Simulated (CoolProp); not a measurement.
Properties of R1336mzz(Z) along the isobar 1440 kPa (Tc = 171.3 °C, pc = 2904 kPa, ω = 0.386).

Computed with CoolProp (reference Helmholtz-energy equation of state, McLinden 2020).

| T (°C) | phase | density (kg/m³) | cp (kJ/(kg K)) | isothermal compressibility (1/MPa) |
|---|---|---|---|---|
| 106.55 | liquid | 1122 | 1.421 | 0.01008 |
| 123.75 | liquid | 1048 | 1.512 | 0.01712 |
| 140.95 | gas | 97.11 | 1.322 | 1.106 |
| 158.15 | gas | 86.20 | 1.234 | 0.9630 |
| 175.35 | gas | 78.72 | 1.200 | 0.8916 |
| 192.45 | gas | 73.06 | 1.187 | 0.8479 |
| 209.65 | gas | 68.47 | 1.183 | 0.8179 |
| 226.85 | gas | 64.62 | 1.185 | 0.7959 |
